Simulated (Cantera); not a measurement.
An isothermal, constant-pressure homogeneous reactor starts with H2 : O2 = 0.018 : 1.4 (molar parts), equivalence ratio 0.0064, at 1050 K and 0.0267 bar.

Model: the H2/O2 subset of GRI-Mech 3.0, which has no nitrogen chemistry, integrated in Cantera. Radical loss at walls, strong at low pressure, is not modelled.

x: mole fraction; the columns are a selection and need not sum to one.

```
t (s)         x H2   x O2       x H     x H2O    x H2O2     x HO2      x OH
--------  --------  -----  --------  --------  --------  --------  --------
0.000500    0.0127  0.987  2.03e-10  6.18e-10    <1e-12  4.63e-10  5.48e-10
0.00147     0.0127  0.987   3.32e-9   2.05e-8    <1e-12   1.71e-9   1.04e-8
0.00431     0.0126  0.987       ___       ___  3.90e-10       ___       ___
0.0127    0.000114  0.981  0.000560    0.0121   6.88e-8   4.07e-6  0.000551
0.0372     2.36e-5  0.985  0.000102    0.0125   4.74e-8   2.32e-6  0.000277
0.109      4.63e-6  0.987   9.44e-6    0.0127   3.86e-8   1.02e-6  0.000124
0.321      6.54e-7  0.987   5.63e-7    0.0127   2.34e-8   3.18e-7   4.88e-5
0.941      9.05e-8  0.987   3.32e-8    0.0128   9.46e-9   7.72e-8   1.91e-5
2.76       1.50e-8  0.987   2.53e-9    0.0128   2.89e-9   1.76e-8   8.13e-6
8.12       3.13e-9  0.987  2.66e-10    0.0128  8.29e-10   4.45e-9   3.84e-6
23.8      7.90e-10  0.987  3.60e-11    0.0128  2.47e-10       ___       ___
70.0      2.27e-10  0.987  5.75e-12    0.0128  7.76e-11  6.82e-10   1.07e-6
```

Some entries are withheld; supply them.


- 0.00431, x H: 9.14e-6
- 0.00431, x H2O: 6.03e-5
- 0.00431, x HO2: 1.01e-6
- 0.00431, x OH: 2.82e-5
- 23.8, x HO2: 1.38e-9
- 23.8, x OH: 1.97e-6
